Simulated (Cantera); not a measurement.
A closed system holds: 1 mol SiH₄, 0.89 mol HCl, 13 mol N₂, held at 0.00250 bar.

Equilibrium computed with Cantera from the NASA thermochemical tables; the gas is ideal and each condensed phase is pure. Candidate condensed phases: NH₄Cl, Si, Si₃N₄; 28 gas species. N₂ is the only nitrogen source here; it is nearly inert below about 1500 K, so the nitride shown seldom forms there in practice. Rates play no part.

Over these rows the condensed part is Si₃N₄(s). Partial pressures as log10 of bar:

```json
[
 {"T (K)": "1273", "1000/T (1/K)": "0.7855", "log p SiCl₄": "-7.48", "log p N₂": "-2.69", "log p H₂": "-3.48", "log p HCl": "-3.84"},
 {"T (K)": "1348", "1000/T (1/K)": "0.7418", "log p SiCl₄": "-7.58", "log p N₂": "-2.69", "log p H₂": "-3.48", "log p HCl": "-3.85"},
 {"T (K)": "1423", "1000/T (1/K)": "0.7027", "log p SiCl₄": "-7.74", "log p N₂": "-2.69", "log p H₂": "-3.48", "log p HCl": "-3.87"},
 {"T (K)": "1498", "1000/T (1/K)": "0.6676", "log p SiCl₄": "-7.99", "log p N₂": "-2.69", "log p H₂": "-3.47", "log p HCl": "-3.91"},
 {"T (K)": "1573", "1000/T (1/K)": "0.6357", "log p SiCl₄": "?", "log p N₂": "-2.69", "log p H₂": "-3.46", "log p HCl": "-3.99"},
 {"T (K)": "1648", "1000/T (1/K)": "0.6068", "log p SiCl₄": "-8.85", "log p N₂": "-2.69", "log p H₂": "-3.45", "log p HCl": "-4.09"}
]
```

Q: Fit log p(SiCl₄) = a + b·(1000/T) to the five rows, give the apparent enthalpy, and predict the row at 1573 K.

A: Means: 1000/T = 0.7009, log p = -7.928. Sxy = 0.141297, Sxx = 0.0187969, so b = 7.52 and a = -7.928 − (7.52)×0.7009 = -13.20.
Apparent enthalpy: −19.145 × (7.52) = -144 kJ/mol. With the condensed phases at unit activity, 1/3 Si₃N₄(s) + 4 HCl(g) = SiCl₄(g) + 2/3 N₂(g) + 2 H₂(g) links this pressure to the main gases: over the six rows their terms move log p by -1.06 in all, so the slope isn't that reaction's ΔH° alone. The five rows lie within 0.21 of the line; that is curvature, so one enthalpy describes this range poorly.
Prediction at 1573 K: -13.20 + (7.52)×0.6357 = -8.42. The computed value is -8.37, 0.05 from the line.
